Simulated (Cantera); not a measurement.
**Gas-phase reforming**

An isothermal, constant-pressure homogeneous reactor starts with CH4 : CO2 = 1 : 2.3 (molar parts), at 1850 K and 9.87 atm.

Cantera simulation using GRI-Mech 3.0 (53 species, 325 reactions); the numbers are that mechanism's predictions, not measurements.

| t (s) | x CH4 | x CO2 | x CH3 | x H2O2 | x H2 | x HCO | x C2H |
|---|---|---|---|---|---|---|---|
| 0.000600 | 0.0900 | 0.461 | 0.000710 | 1.47e-11 | 0.128 | 7.29e-8 | 3.68e-7 |
| 0.00125 | 0.0453 | 0.343 | 0.000440 | 3.82e-11 | 0.102 | 8.79e-8 | 4.96e-7 |
| 0.00259 | 0.0212 | 0.254 | 0.000247 | 6.28e-11 | 0.0916 | 1.08e-7 | 5.35e-7 |
| 0.00537 | 0.0154 | 0.204 | 0.000167 | 4.86e-11 | 0.112 | 1.29e-7 | 3.77e-7 |
| 0.0112 | 0.0131 | 0.163 | 0.000123 | 3.00e-11 | 0.142 | 1.55e-7 | 2.08e-7 |
| 0.0232 | 0.00993 | 0.129 | 8.28e-5 | 1.86e-11 | 0.174 | 1.83e-7 | 9.29e-8 |
| 0.0481 | 0.00595 | 0.106 | 4.56e-5 | 1.27e-11 | 0.202 | 2.05e-7 | 2.82e-8 |
| 0.0998 | 0.00212 | 0.0944 | 1.55e-5 | 1.03e-11 | 0.218 | 2.17e-7 | 3.52e-9 |
| 0.207 | 0.000183 | 0.0915 | 1.32e-6 | 9.76e-12 | 0.223 | 2.20e-7 | 3.57e-11 |
| 0.430 | 1.02e-6 | 0.0913 | 7.43e-9 | 9.84e-12 | 0.223 | 2.22e-7 | <1e-12 |
| 0.894 | 5.17e-7 | 0.0913 | 3.77e-9 | 9.84e-12 | 0.223 | 2.22e-7 | <1e-12 |
| 1.86 | 5.17e-7 | 0.0913 | 3.77e-9 | 9.84e-12 | 0.223 | 2.22e-7 | <1e-12 |
| 3.85 | 5.17e-7 | 0.0913 | 3.77e-9 | 9.84e-12 | 0.223 | 2.22e-7 | <1e-12 |
| 8.00 | 5.17e-7 | 0.0913 | 3.77e-9 | 9.84e-12 | 0.223 | 2.22e-7 | <1e-12 |
x: mole fraction; the columns are a selection and need not sum to one.

Equilibrium at this temperature and pressure: CH4 5.53e-7, CO2 0.0913, CH3 4.03e-9, H2O2 9.84e-12, H2 0.223, HCO 2.22e-7, C2H <1e-12 (gas phase only).
